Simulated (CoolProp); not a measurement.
Vapour-liquid equilibrium of carbon dioxide (1) + carbonyl sulfide (2) at -19.05 °C; x and y are mole fractions of (1).

Values from CoolProp's multi-fluid Helmholtz-energy mixture model, Span 1996 and Lemmon 2006; pair parameters Bell 2016.

Problem. Give the bubble pressure and the first vapour's composition at x = 0.35, 0.5, 0.65. Is there an azeotrope?

Solution. x = 0.35: 1143 kPa, y = 0.749; x = 0.5: 1364 kPa, y = 0.816; x = 0.65: 1560 kPa, y = 0.869. No azeotrope shows between x = 0.05 and 0.95.

Pair parameters are fitted to limited data, so mixtures are less certain than the pure fluids.
